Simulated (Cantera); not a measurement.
# Thermodynamics of carbothermic reduction, feed Ta2O5 + CH4 + H2 + C

A closed system holds: 1 mol Ta2O5, 4.9 mol CH4, 0.52 mol H2, 7.2 mol C, equilibrated at 0.00840 bar.

These are equilibrium values from Cantera (NASA tables, ideal gas, pure condensed phases), not measurements of a reactor. Candidate condensed phases: C, C6H6, C7H8, C8H18, H2O, Ta, TaC, Ta2O5; 113 gas species. Mutual solubility and eutectic melting of coexisting phases are not modelled. TaC: taken at fixed stoichiometry. Condensed phases not in the tables: Ta2C. Rates play no part.

At 1023 K the condensed part is C(graphite) + TaC(s) + Ta2O5(s). From 1123 K to 1623 K the condensed part is C(graphite) + TaC(s).

| T (K) | x H2 | x CO | x H | x CH4 | x H2O | n C(graphite) | n TaC(s) | n Ta2O5(s) |
|---|---|---|---|---|---|---|---|---|
| 1023 | 0.902 | 0.0973 | 4.29e-8 | 0.000513 | 0.000202 | 10.5 | 0.446 | 0.777 |
| 1123 | 0.673 | 0.326 | 3.81e-7 | 0.000112 | 0.000122 | 5.10 | 2.00 | 0 |
| 1223 | 0.674 | 0.326 | 2.69e-6 | 5.08e-5 | 3.71e-5 | 5.10 | 2.00 | 0 |
| 1323 | 0.674 | 0.326 | 1.42e-5 | 2.59e-5 | 1.35e-5 | 5.10 | 2.00 | 0 |
| 1423 | 0.674 | 0.326 | 5.95e-5 | 1.45e-5 | 5.70e-6 | 5.10 | 2.00 | 0 |
| 1523 | 0.673 | 0.326 | 0.000207 | 8.77e-6 | 2.69e-6 | 5.10 | 2.00 | 0 |
| 1623 | 0.673 | 0.326 | 0.000619 | 5.64e-6 | 1.40e-6 | 5.10 | 2.00 | 0 |
x: gas mole fraction; n: condensed amount in mol.
